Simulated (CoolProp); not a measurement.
A Linde-Hampson liquefier for methane: isothermal reversible compression at 290 K from 1 atm to 40 MPa, throttling to 1 atm, return gas leaving the recuperator 5 K below the feed. Each further row changes one setting.

Values from CoolProp's reference Helmholtz-energy equation of state, Setzmann 1991.

```
case                        liquid yield per pass  compression work (kJ/kg of gas)
--------------------------  ---------------------  -------------------------------
as stated                                   0.258                              840
high pressure 80 MPa                          [?]                              976
warm-end temperature 320 K                    [?]                              [?]
warm-end gap 10 K                             [?]                              840
```

### Question
Fill in the missing entries.

### Answer

- high pressure 80 MPa, liquid yield per pass: 0.229
- warm-end temperature 320 K, liquid yield per pass: 0.205
- warm-end temperature 320 K, compression work (kJ/kg of gas): 950
- warm-end gap 10 K, liquid yield per pass: 0.249
